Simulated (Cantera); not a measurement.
Catalytic combustion on Pt

An isothermal plug-flow reactor at 1023 K and 100000 Pa (inlet), inlet velocity 3.7 m/s, active area per volume 540 1/m; feed H2 : O2 : N2 = 0.0041 : 0.018 : 0.79 (molar parts), equivalence ratio 0.11.

Detailed kinetics in Cantera: Deutschmann's 1995 Pt surface mechanism with GRI-Mech 3.0 gas chemistry. Catalytic surfaces can have several steady states; this one follows from the mechanism file's or the stated starting coverage. Mass transfer to the wall is taken as infinitely fast.

```csv
z (m),x H2,x O2,x H2O,θ free Pt,θ O*,θ OH*
0.00027,0.00260,0.0210,0.00245,0.387,0.611,0.00130
0.00045,0.00179,0.0206,0.00327,0.359,0.639,0.00132
0.00075,0.000993,0.0202,0.00407,0.338,0.661,0.00134
0.0013,0.000358,0.0199,0.00470,0.323,0.676,0.00136
0.0021,8.47e-5,0.0197,0.00498,0.317,0.682,0.00137
0.0035,6.96e-6,0.0197,0.00505,0.316,0.683,0.00137
0.0058,1.16e-7,0.0197,0.00506,0.315,0.683,0.00137
0.0097,2.68e-10,0.0197,0.00506,0.315,0.683,0.00137
0.016,1.56e-10,0.0197,0.00506,0.315,0.683,0.00137
0.027,1.56e-10,0.0197,0.00506,0.315,0.683,0.00137
```
x: gas mole fraction; θ: surface coverage.
